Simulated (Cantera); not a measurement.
What does this Cantera script print?

```python
import numpy as np
import cantera as ct

gas_names = """
    N NO NO2 NO3 N2 N2O O O2 O3 Zr ZrN ZrO ZrO2
""".split()
cond_names = """
    Zr(a) Zr(b) Zr(L) ZrN(s) ZrN(L) ZrO2(a) ZrO2(b) ZrO2(L)
""".split()


# ... load() reads the species with a 1 bar reference pressure and builds the phases ...
atoms = {
    'Zr': {'Zr': 1},
    'O2': {'O': 2},
    'N2': {'N': 2},
}
top_T = {}  # K; cautious upper limits of use, not melting points


# ... equilibrate(T, P, feed) seeds the gas with the atoms and calls Mixture.equilibrate('TP', solver="vcs", rtol=1e-11, max_steps=5000) ...
results = []
feed = {'Zr': 1, 'O2': 0.02, 'N2': 0.9}  # mol
T = 2600  # K
P = 1000  # Pa
mix = equilibrate(T, P, feed)
results.append((T, P, feed, dict(zip(mix.species_names, mix.species_moles))))
print(gas.report(threshold=1e-05))
for i in range(1, mix.n_phases):
    print(f"{mix.phase(i).name:16s} {mix.phase_moles(i):12.5e} mol")
```

Result:

```
       temperature   2600 K
          pressure   1000 Pa
           density   0.0013105 kg/m^3
  mean mol. weight   28.329 kg/kmol
   phase of matter   gas

                          1 kg             1 kmol
                     ---------------   ---------------
          enthalpy        2.7653e+06        7.8339e+07  J
   internal energy        2.0022e+06        5.6721e+07  J
           entropy             10602        3.0036e+05  J/K
    Gibbs function       -2.4801e+07       -7.0259e+08  J
 heat capacity c_p            1299.4             36811  J/K
 heat capacity c_v            1005.9             28497  J/K

                      mass frac. Y      mole frac. X     chem. pot. / RT
                     ---------------   ---------------   ---------------
                N2           0.98495           0.99603           -32.466
                Zr        7.9413e-05        2.4661e-05            -12.97
               ZrO          0.014327         0.0037853           -40.383
              ZrO2        0.00063133        0.00014514           -67.796
     [   +9 minor]        1.0699e-05        1.7751e-05

Zr(L)             0.00000e+00 mol
ZrN(s)            9.79212e-01 mol
ZrO2(b)           1.91582e-02 mol
```

Cantera equilibrium calculation (NASA polynomials, part measured and part estimated; ideal gas, pure solids and liquids). Mutual solubility and eutectic melting of coexisting phases are not modelled. ZrN: taken at fixed stoichiometry. Condensed phases not in the tables: solid solutions among these carbides, nitrides and lower oxides.
